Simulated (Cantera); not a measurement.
Feed: 1 mol SiF4, 0.062 mol C2H4, 160 mol H2, equilibrated at 1050 °C.

These are equilibrium values from Cantera (NASA tables, ideal gas, pure condensed phases), not measurements of a reactor. Candidate condensed phases: C, C6H6, C7H8, C8H18, Si, SiC; 113 gas species. Kinetics and transport are ignored.

**Question.** Which condensed phases are stable at each of these points (P (Pa)): 100, 220, 460, 1000, 2200, 4600, 10000, 22000, 46000, 100000?

**Answer.** 
```json
[
 {"P (Pa)": "100", "condensed phases": "SiC(s)", "Si condensed (%)": "12.4"},
 {"P (Pa)": "220", "condensed phases": "SiC(s)", "Si condensed (%)": "12.3"},
 {"P (Pa)": "460", "condensed phases": "SiC(s)", "Si condensed (%)": "12.0"},
 {"P (Pa)": "1000", "condensed phases": "C(graphite) + SiC(s)", "Si condensed (%)": "11.0"},
 {"P (Pa)": "2200", "condensed phases": "C(graphite) + SiC(s)", "Si condensed (%)": "8.8"},
 {"P (Pa)": "4600", "condensed phases": "C(graphite) + SiC(s)", "Si condensed (%)": "7.0"},
 {"P (Pa)": "10000", "condensed phases": "SiC(s)", "Si condensed (%)": "4.5"},
 {"P (Pa)": "22000", "condensed phases": "SiC(s)", "Si condensed (%)": "2.0"},
 {"P (Pa)": "46000", "condensed phases": "gas only", "Si condensed (%)": "0.0"},
 {"P (Pa)": "100000", "condensed phases": "gas only", "Si condensed (%)": "0.0"}
]
```

From 0.750 Torr to 3.45 Torr the condensed part is SiC(s). From 7.50 Torr to 34.5 Torr the condensed part is C(graphite) + SiC(s). From 75.0 Torr to 165 Torr the condensed part is SiC(s). From 345 Torr to 750 Torr nothing is condensed.
